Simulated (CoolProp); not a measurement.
Vapour-liquid equilibrium of toluene (1) + n-decane (2) at 0.0558 MPa; x and y are mole fractions of (1).

Computed with CoolProp (multi-fluid Helmholtz-energy mixture model, Lemmon 2006 and Lemmon 2006; pair parameters Bell 2016).

```json
[
 {"x": "0.05", "bubble temperature, mixture model (K)": "418.5", "bubble temperature, Raoult's law (K)": "418.4", "y, mixture model": "0.213", "y, Raoult's law": "0.221"},
 {"x": "0.15", "bubble temperature, mixture model (K)": "406.6", "bubble temperature, Raoult's law (K)": "407.2", "y, mixture model": "0.510", "y, Raoult's law": "0.508"},
 {"x": "0.25", "bubble temperature, mixture model (K)": "396.9", "bubble temperature, Raoult's law (K)": "398.4", "y, mixture model": "0.685", "y, Raoult's law": "0.675"},
 {"x": "0.35", "bubble temperature, mixture model (K)": "389.2", "bubble temperature, Raoult's law (K)": "391.2", "y, mixture model": "0.789", "y, Raoult's law": "0.781"},
 {"x": "0.45", "bubble temperature, mixture model (K)": "383.2", "bubble temperature, Raoult's law (K)": "385.2", "y, mixture model": "0.855", "y, Raoult's law": "0.851"},
 {"x": "0.55", "bubble temperature, mixture model (K)": "378.4", "bubble temperature, Raoult's law (K)": "380.1", "y, mixture model": "0.898", "y, Raoult's law": "0.899"},
 {"x": "0.65", "bubble temperature, mixture model (K)": "374.5", "bubble temperature, Raoult's law (K)": "375.7", "y, mixture model": "0.930", "y, Raoult's law": "0.934"},
 {"x": "0.75", "bubble temperature, mixture model (K)": "371.1", "bubble temperature, Raoult's law (K)": "371.9", "y, mixture model": "0.954", "y, Raoult's law": "0.959"},
 {"x": "0.85", "bubble temperature, mixture model (K)": "368.1", "bubble temperature, Raoult's law (K)": "368.5", "y, mixture model": "0.974", "y, Raoult's law": "0.979"},
 {"x": "0.95", "bubble temperature, mixture model (K)": "365.3", "bubble temperature, Raoult's law (K)": "365.4", "y, mixture model": "0.992", "y, Raoult's law": "0.994"}
]
```

The largest gap from Raoult's law is -2.0 K in bubble temperature, at x = 0.45. No azeotrope shows between x = 0.05 and 0.95.

Pair parameters are fitted to limited data, so mixtures are less certain than the pure fluids.
